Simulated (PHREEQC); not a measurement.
Solution (25 °C): 78 mmol/kgw CuCl2 and 5.1 mmol/kgw HBF4. Closed to the air; pH follows from the charge balance.

All values are PHREEQC results (ion-association model, wateq4f.dat), not measurements.

The ionic strength comes out as 0.221 mol/kgw. What activity coefficients do H+, Cl-, BF2(OH)2-, CuCl+, F- get?

H+ 0.79, Cl- 0.70, BF2(OH)2- 0.67, CuCl+ 0.71, F- 0.70.

Precipitation was switched off in this run. Real BF4- forms and hydrolyses slowly; the run takes it at equilibrium.
